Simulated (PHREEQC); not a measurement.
# Metal-bearing waste water: speciation

Solution (25 °C and 10 atm): 0.001 mol CuSO4, 0.026 mol CuCl2, 9.8e-05 mol H2SO4 and 0.0019 mol Na2SO4 per kg of water. Closed to the air; pH follows from the charge balance.

All values are PHREEQC results (ion-association model, phreeqc.dat), not measurements.

This is a speciation only: nothing precipitates in the calculation.

**Question.** Estimate the pH, ionic strength.

**Answer.** pH 3.81; ionic strength 0.0797 mol/kgw.

**Question.** In which forms is Cu present?

**Answer.** Cu+2 90 %, CuCl+ 5.2 %, CuSO4 5.0 % of the Cu.
